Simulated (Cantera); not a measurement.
Cantera run, input and output.

```python
import numpy as np
import cantera as ct

gas = ct.Solution("gri30.yaml")
gas.TPX = 1673, 120000, {'CH4': 1, 'H2O': 0.35, 'H2': 0.054}
reactor = ct.IdealGasConstPressureReactor(gas, energy="off", clone=False)
net = ct.ReactorNet([reactor])
net.rtol, net.atol = 1e-08, 1e-18
show = ['CH4', 'H2O', 'H2', 'CH2O', 'C2H2', 'CO', 'O2']
times = np.geomspace(0.0003, 1, 12)

steps = ct.SolutionArray(gas, extra=["t"])
rows = []
print(f"{'t/s':>10s}{'T/K':>9s}{'P/Pa':>11s}" + "".join(f"{s:>11s}" for s in show))
for t in times:
    while net.time < t:
        t_next = net.step()
        steps.append(gas.state, t=t_next)
    rows.append([np.interp(t, steps.t, y) for y in (steps.T, steps.P, *steps(*show).X.T)])
    print(f"{t:10.3e}{rows[-1][0]:9.1f}{rows[-1][1]:11.4g}" + "".join(f"{x:11.3e}" for x in rows[-1][2:]))
rate = np.gradient(steps.T, steps.t)
print("integrator steps:", len(steps.t))
if steps.T.max() > steps.T[0] + 200:
    print(f"time of steepest temperature rise: {steps.t[rate.argmax()]:.4e} s")
gas.TPX = 1673, 120000, {'CH4': 1, 'H2O': 0.35, 'H2': 0.054}
gas.equilibrate("TP")
print(f"equilibrium (TP): T = {gas.T:.1f} K  " + "  ".join(f"{s} {gas[s].X[0]:.3e}" for s in show))
```

It prints:

```
       t/s      T/K       P/Pa        CH4        H2O         H2       CH2O       C2H2         CO         O2
 3.000e-04   1673.0    1.2e+05  6.957e-01  2.482e-01  4.860e-02  5.345e-06  2.620e-04  7.331e-06  2.307e-12
 6.272e-04   1673.0    1.2e+05  6.699e-01  2.456e-01  6.761e-02  8.682e-06  2.203e-03  3.863e-05  8.078e-12
 1.311e-03   1673.0    1.2e+05  6.148e-01  2.384e-01  1.124e-01  8.244e-06  1.226e-02  1.271e-04  1.751e-11
 2.741e-03   1673.0    1.2e+05  5.259e-01  2.249e-01  1.895e-01  5.604e-06  3.906e-02  3.085e-04  2.038e-11
 5.730e-03   1673.0    1.2e+05  4.136e-01  2.069e-01  2.888e-01  3.424e-06  7.709e-02  7.224e-04  1.365e-11
 1.198e-02   1673.0    1.2e+05  2.954e-01  1.878e-01  3.923e-01  1.964e-06  1.140e-01  1.681e-03  7.055e-12
 2.504e-02   1673.0    1.2e+05  1.892e-01  1.695e-01  4.856e-01  1.065e-06  1.443e-01  3.809e-03  4.206e-12
 5.235e-02   1673.0    1.2e+05  1.109e-01  1.523e-01  5.569e-01  5.581e-07  1.635e-01  8.397e-03  2.986e-12
 1.094e-01   1673.0    1.2e+05  6.672e-02  1.338e-01  6.037e-01  3.048e-07  1.691e-01  1.787e-02  2.288e-12
 2.288e-01   1673.0    1.2e+05  5.026e-02  1.099e-01  6.341e-01  1.928e-07  1.612e-01  3.524e-02  1.577e-12
 4.783e-01   1673.0    1.2e+05  4.564e-02  7.856e-02  6.611e-01  1.304e-07  1.443e-01  6.110e-02  8.207e-13
 1.000e+00   1673.0    1.2e+05  4.223e-02  4.463e-02  6.890e-01  8.538e-08  1.250e-01  9.093e-02  2.721e-13
integrator steps: 1303
equilibrium (TP): T = 1673.0 K  CH4 3.726e-02  H2O 1.308e-06  H2 7.257e-01  CH2O 4.885e-08  C2H2 9.916e-02  CO 1.325e-01  O2 6.253e-22
```

Cantera simulation using GRI-Mech 3.0 (53 species, 325 reactions); the numbers are that mechanism's predictions, not measurements. GRI-Mech 3.0 stops at C3 and has no aromatics, soot or wall deposition, so with more carbon than oxygen in the feed, carbon stays in small species such as C2H2 where larger ones or solid carbon would form.
